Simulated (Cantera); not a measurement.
Charge: 1 mol B, a varied amount of O₂, 98 mol H₂, held at 1750 K and 0.0133 bar.

Equilibrium computed with Cantera from the NASA thermochemical tables; the gas is ideal and each condensed phase is pure. Candidate condensed phases: B, B₂O₃, B₃O₃H₃, H₂O; 23 gas species. The tables' values for BH₂ are old estimates; treat these amounts as uncertain. Rates play no part.

x: gas mole fraction; n: condensed amount in mol.

```
n(O₂) (mol)   x H₂    x HBO      x H    x HBO₂      x BO    x B₂O₂    x B₂O₃  n B(s)
-----------  -----  -------  -------  --------  --------  --------  --------  ------
0.069        0.996  0.00134  0.00201   2.33e-7   5.09e-5   7.52e-6   1.01e-8   0.853
0.087        0.996  0.00168  0.00201   3.68e-7   6.40e-5   1.19e-5   2.01e-8   0.817
0.11         0.996  0.00212  0.00201   5.84e-7   8.07e-5   1.89e-5   4.03e-8   0.771
0.14         0.995  0.00268  0.00201   9.38e-7  0.000102   3.03e-5   8.19e-8   0.711
0.17         0.994        …  0.00201         …         …         …         …       …
0.22         0.994  0.00416  0.00201   2.26e-6  0.000159   7.30e-5   3.06e-7   0.551
0.28         0.992  0.00525  0.00201   3.59e-6  0.000200  0.000116   6.15e-7   0.431
0.35         0.991        …  0.00201         …         …         …         …       …
0.44         0.989  0.00805  0.00200   8.45e-6  0.000307  0.000274   2.23e-6   0.112
0.55         0.988  0.00822  0.00200  0.000669  0.000314  0.000286  0.000180       0
```

Some entries are withheld; supply them.


- 0.35, x HBO: 0.00649
- 0.35, x HBO₂: 5.49e-6
- 0.35, x BO: 0.000248
- 0.35, x B₂O₂: 0.000178
- 0.35, x B₂O₃: 1.16e-6
- 0.35, n B(s): 0.292
- 0.17, x HBO: 0.00324
- 0.17, x HBO₂: 1.37e-6
- 0.17, x BO: 0.000124
- 0.17, x B₂O₂: 4.42e-5
- 0.17, x B₂O₃: 1.45e-7
- 0.17, n B(s): 0.651
